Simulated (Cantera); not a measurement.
Equilibrium for calcination and drying: CaCO3 + H2 + H2O

Input: 1 mol CaCO3, 0.87 mol H2, 2.4 mol H2O, held at 725 K and 670 Pa.

These are equilibrium values from Cantera (NASA tables, ideal gas, pure condensed phases), not measurements of a reactor. Candidate condensed phases: C, C6H6, C7H8, C8H18, Ca, CaCO3, CaO, Ca(OH)2, H2O; 115 gas species. Equilibrium is a limit: real reactors are often held back by kinetics, nucleation or transport.

```
Item                                        Result
--------------------------------------  ----------
x(H2O)                                       0.732
x(H2)                                        0.265
x(CO2)                                     0.00312
x(CO)                                     0.000150
n(CaCO3(calcite))                        0.989 mol
n(CaO(s))                               0.0107 mol
gas amount                               3.281 mol
log10 activity of Ca(OH)2(s) (absent)        -1.68
log10 activity of C(graphite) (absent)       -4.15
log10 activity of Ca(s) (absent)            -25.73
```
